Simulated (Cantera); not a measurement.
Feed: 1 mol LiOH, a varied amount of H2O, 0.28 mol O2, equilibrated at 1 atm.

These are equilibrium values from Cantera (NASA tables, ideal gas, pure condensed phases), not measurements of a reactor. Candidate condensed phases: H2O, Li, LiH, LiOH, Li2O; 17 gas species. Mutual solubility and eutectic melting of coexisting phases are not modelled. Kinetics and transport are ignored.

Stable condensed phases, one row left out:

```
T in K \ n(H2O) in mol
         0.043  0.12   0.2  0.27  0.35  0.43   0.5  0.58
   1848      A     A     A     A     A     A     A     A
   1748      A     A     A     A     A     A     A     A
   1648      A     A     A     A     A     A     A     A
   1548      A     A     A     A     A     A     A     A
   1448      A     A     A     A     A     A     A     A
   1348      A     A     A     A     A     A     A     A
   1248      A     A     B     B     B     B     B     B
   1048      B     C     C     C     C     C     C     C
    948      C     C     C     C     C     C     C     C
```

A: Li2O; B: LiOH + Li2O; C: LiOH.

Give the row for 1148 K.

0.043: LiOH + Li2O; 0.12: LiOH + Li2O; 0.2: LiOH + Li2O; 0.27: LiOH; 0.35: LiOH; 0.43: LiOH; 0.5: LiOH; 0.58: LiOH.
